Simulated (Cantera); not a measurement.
Gas mixture: C2H6 : C3H8 : NH3 : CO = 0.63 : 0.92 : 0.26 : 0.69 (molar parts), at 4300 Pa, frozen composition.

Cantera's kinetic-theory transport with the Lennard-Jones parameters of GRI-Mech 3.0, ideal gas; thermal conductivity in the multicomponent form. Polar gases are described roughly by these parameters.

D: mixture-averaged diffusion coefficient of that species in the mixture.

```json
[
 {"T (K)": "400", "ρ (kg/m³)": "0.0431", "cp (J/kg/K)": "1897", "μ (µPa s)": "13.5", "λ (mW/m/K)": "33.1", "Pr": "0.777", "D (cm²/s) OH": "___", "D (cm²/s) CH3": "6.46", "D (cm²/s) CO2": "4.38"},
 {"T (K)": "500", "ρ (kg/m³)": "0.0345", "cp (J/kg/K)": "2208", "μ (µPa s)": "16.4", "λ (mW/m/K)": "46.1", "Pr": "0.785", "D (cm²/s) OH": "___", "D (cm²/s) CH3": "9.67", "D (cm²/s) CO2": "6.62"},
 {"T (K)": "600", "ρ (kg/m³)": "0.0287", "cp (J/kg/K)": "2491", "μ (µPa s)": "19.0", "λ (mW/m/K)": "59.9", "Pr": "0.790", "D (cm²/s) OH": "___", "D (cm²/s) CH3": "13.3", "D (cm²/s) CO2": "9.22"},
 {"T (K)": "700", "ρ (kg/m³)": "0.0246", "cp (J/kg/K)": "2739", "μ (µPa s)": "21.5", "λ (mW/m/K)": "74.1", "Pr": "0.793", "D (cm²/s) OH": "___", "D (cm²/s) CH3": "17.5", "D (cm²/s) CO2": "12.1"},
 {"T (K)": "800", "ρ (kg/m³)": "0.0215", "cp (J/kg/K)": "2952", "μ (µPa s)": "23.7", "λ (mW/m/K)": "88.2", "Pr": "0.795", "D (cm²/s) OH": "___", "D (cm²/s) CH3": "22.0", "D (cm²/s) CO2": "15.4"},
 {"T (K)": "900", "ρ (kg/m³)": "0.0191", "cp (J/kg/K)": "3138", "μ (µPa s)": "25.9", "λ (mW/m/K)": "102", "Pr": "0.796", "D (cm²/s) OH": "___", "D (cm²/s) CH3": "26.9", "D (cm²/s) CO2": "18.9"}
]
```

Q: Fill in the missing entries.

A: 
- 400, D (cm²/s) OH: 8.92
- 500, D (cm²/s) OH: 13.2
- 600, D (cm²/s) OH: 18.1
- 700, D (cm²/s) OH: 23.6
- 800, D (cm²/s) OH: 29.6
- 900, D (cm²/s) OH: 36.1
